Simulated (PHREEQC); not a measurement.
Synthetic water in mmol/kgw, 10 °C, pH 1.81, pe 8.3:

```tsv
constituent	mmol/kgw
Na	5.99
K	3.65
Ca	9.44
Mg	0.73
Cl	11.5
S(6)	24.8
Zn	0.0306
```

Valence states are taken as typed.

Model: ion-association model, wateq4f.dat, run in PHREEQC.

Precipitation was switched off in this run.

Task: What ionic strength does the model give?

Result: ionic strength 0.0642 mol/kgw.

Task: In which forms is Ca present?

Result: Ca+2 67 %, CaSO4 30 %, CaHSO4+ 2.9 % of the Ca.

At this temperature some constants are extrapolated from 25 °C, and those without enthalpy data are left unchanged.
